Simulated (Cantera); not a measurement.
A closed system holds: 1 mol (CH3)2SiCl2, 0.14 mol HCl, 58 mol H2, at 0.100 bar.

Equilibrium computed with Cantera from the NASA thermochemical tables; the gas is ideal and each condensed phase is pure. Candidate condensed phases: C, C6H6, C7H8, C8H18, Si, SiC; 109 gas species. The feed counts by its element totals alone. The tables' values for SiCl are old estimates; treat these amounts as uncertain. Gases not in the tables: Si2H6 and higher silanes. The numbers say what is thermodynamically allowed, not how fast it happens.

x: gas mole fraction; n: condensed amount in mol.

```tsv
T (°C)	x H2	x H	x HCl	x C2H2 (acetylene)	n C(graphite)	n SiC(s)
1275	0.965	9.57e-5	0.0344	1.51e-5	0.988	0.998
1375	0.965	0.000277	0.0343	4.32e-5	0.990	0.997
1475	0.965	(withheld)	0.0343	(withheld)	0.986	0.995
1575	0.964	0.00165	0.0342	0.000248	0.972	0.993
1675	0.962	(withheld)	0.0340	(withheld)	0.942	0.990
1775	0.958	0.00693	0.0338	0.00100	0.888	0.984
1875	0.951	0.0129	0.0334	0.00182	0.800	0.966
1975	0.940	0.0225	0.0328	0.00311	0.678	0.913
2075	0.921	0.0375	0.0320	0.00503	0.542	0.749
2175	0.890	0.0594	0.0306	0.00770	0.479	0.260
```

### Question
Some entries are withheld; supply them.

### Answer

- 1475, x H: 0.000710
- 1475, x C2H2 (acetylene): 0.000109
- 1675, x H: 0.00350
- 1675, x C2H2 (acetylene): 0.000518
